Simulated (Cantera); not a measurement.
A Cantera script and what it prints.

```python
import numpy as np
import cantera as ct

gas_names = [...]  # 136 gases of nasa_gas.yaml made of C, H, N, O
cond_names = """
    C(gr) C6H6(L) C7H8(L) C8H18(L),n-octa H2O(s) H2O(L)
""".split()


# ... load() reads the species with a 1 bar reference pressure and builds the phases ...
atoms = {
    'C3H8': {'C': 3, 'H': 8},
    'NH3': {'N': 1, 'H': 3},
    'CO2': {'C': 1, 'O': 2},
}
top_T = {'C(gr)': 4500}  # K; cautious upper limits of use, not melting points


# ... equilibrate(T, P, feed) seeds the gas with the atoms and calls Mixture.equilibrate('TP', solver="vcs", rtol=1e-11, max_steps=5000) ...
results = []
feed = {'C3H8': 1, 'NH3': 0.083, 'CO2': 0.12}  # mol
T = 1850  # K
for P in [10, 56, 320, 1800, 10000, 56000, 320000, 1800000, 10000000]:
    mix = equilibrate(T, P, feed)
    results.append((T, P, feed, dict(zip(mix.species_names, mix.species_moles))))
    x = sorted(zip(gas.X, gas.species_names), reverse=True)
    print(f"T = {T:g} K  P = {P:g} Pa  gas = {mix.phase_moles(0):.4g} mol")
    print("   x: " + "  ".join(f"{s} {v:.3e}" for v, s in x if v > 0.001))
    print("   condensed (mol): " + ("  ".join(f"{mix.phase(i).name} {mix.phase_moles(i):.4g}"
          for i in range(1, mix.n_phases) if mix.phase_moles(i) > 1e-12) or "none"))
```

Output:

```
T = 1850 K  P = 10 Pa  gas = 4.521 mol
   x: H2 8.864e-01  CO 5.309e-02  H 5.072e-02  N2 8.821e-03
   condensed (mol): C(gr) 2.875
T = 1850 K  P = 56 Pa  gas = 4.454 mol
   x: H2 9.144e-01  CO 5.388e-02  H 2.177e-02  N2 8.949e-03
   condensed (mol): C(gr) 2.875
T = 1850 K  P = 320 Pa  gas = 4.426 mol
   x: H2 9.266e-01  CO 5.422e-02  H 9.167e-03  N2 9.005e-03
   condensed (mol): C(gr) 2.875
T = 1850 K  P = 1800 Pa  gas = 4.415 mol
   x: H2 9.317e-01  CO 5.437e-02  N2 9.029e-03  H 3.876e-03
   condensed (mol): C(gr) 2.875
T = 1850 K  P = 10000 Pa  gas = 4.409 mol
   x: H2 9.338e-01  CO 5.443e-02  N2 9.039e-03  H 1.646e-03
   condensed (mol): C(gr) 2.874
T = 1850 K  P = 56000 Pa  gas = 4.406 mol
   x: H2 9.345e-01  CO 5.446e-02  N2 9.045e-03
   condensed (mol): C(gr) 2.873
T = 1850 K  P = 320000 Pa  gas = 4.398 mol
   x: H2 9.332e-01  CO 5.453e-02  N2 9.059e-03  CH4 1.825e-03
   condensed (mol): C(gr) 2.867
T = 1850 K  P = 1.8e+06 Pa  gas = 4.361 mol
   x: H2 9.245e-01  CO 5.482e-02  CH4 1.007e-02  N2 9.122e-03
   condensed (mol): C(gr) 2.831
T = 1850 K  P = 1e+07 Pa  gas = 4.186 mol
   x: H2 8.808e-01  CO 5.619e-02  CH4 5.079e-02  N2 9.431e-03  H2O 1.109e-03
   condensed (mol): C(gr) 2.664
```

Equilibrium computed with Cantera from the NASA thermochemical tables; the gas is ideal and each condensed phase is pure. The ideal-gas law is rough above about 30 bar.
